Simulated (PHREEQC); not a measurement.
Make-up at 25 °C: 0.015 mol CuCl2 and 0.0017 mol Na2SO4 per kg of water. Closed to the air; pH follows from the charge balance.

Model: ion-association model, wateq4f.dat, run in PHREEQC.

Each row changes one thing in this solution. Precipitation was switched off in this run.

| case | pH | ionic strength (mol/kgw) | Cu+2 (mol/kgw) | SO4-2 (mol/kgw) | CuSO4 (mol/kgw) | CuCl+ (mol/kgw) | SI of Tenorite (CuO) | SI of Atacamite (Cu2(OH)3Cl) |
|---|---|---|---|---|---|---|---|---|
| as made | 4.69 | 0.0463 | 0.0138 | 0.00103 | 0.000663 | 0.000535 | -0.41 | +0.76 |
| temperature from 25 to 70 °C | 4.22 | 0.0418 | 0.0115 | 0.00101 | 0.000668 | 0.00270 | +0.03 | +0.94 |
| Na2SO4 from 0.0017 to 0.00255 mol/kgw | 4.70 | 0.0477 | 0.0135 | 0.00156 | 0.000970 | 0.000520 | -0.41 | +0.77 |
| CuCl2 from 0.015 to 0.003 mol/kgw | 5.09 | 0.0128 | ? | 0.00138 | 0.000308 | 2.76e-5 | -0.20 | ? |
| CuCl2 from 0.015 to 0.0225 mol/kgw | 4.59 | 0.0674 | 0.0206 | 0.000949 | 0.000743 | 0.00108 | -0.48 | +0.90 |
| temperature from 25 to 35 °C | 4.57 | 0.0457 | 0.0135 | 0.00102 | 0.000674 | 0.000824 | -0.30 | +0.83 |
| diluted 2-fold with water | 4.84 | 0.0236 | 0.00705 | 0.000579 | 0.000267 | 0.000161 | -0.33 | +0.51 |

**Question.** Some entries are withheld; supply them.

**Answer.** 
- CuCl2 from 0.015 to 0.003 mol/kgw, Cu+2 (mol/kgw): 0.00265
- CuCl2 from 0.015 to 0.003 mol/kgw, SI of Atacamite (Cu2(OH)3Cl): +0.13

Some of these states are supersaturated (in Atacamite, Antlerite, Brochantite, for instance). At this temperature some constants are extrapolated from 25 °C, and those without enthalpy data are left unchanged.
